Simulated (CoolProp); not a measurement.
Vapour-liquid equilibrium of benzene (1) + n-decane (2) at 430.4 K; x and y are mole fractions of (1).

The numbers come from the multi-fluid Helmholtz-energy mixture model, Thol 2012 and Lemmon 2006; pair parameters Bell 2016 in CoolProp.

**Question.** Give the bubble pressure and the first vapour's composition at x = 0.05, 0.125, 0.425. Is there an azeotrope?

**Answer.** x = 0.05: 92.60 kPa, y = 0.325; x = 0.125: 136.6 kPa, y = 0.569; x = 0.425: 318.1 kPa, y = 0.866. No azeotrope shows between x = 0.05 and 0.95.

Pair parameters are fitted to limited data, so mixtures are less certain than the pure fluids.
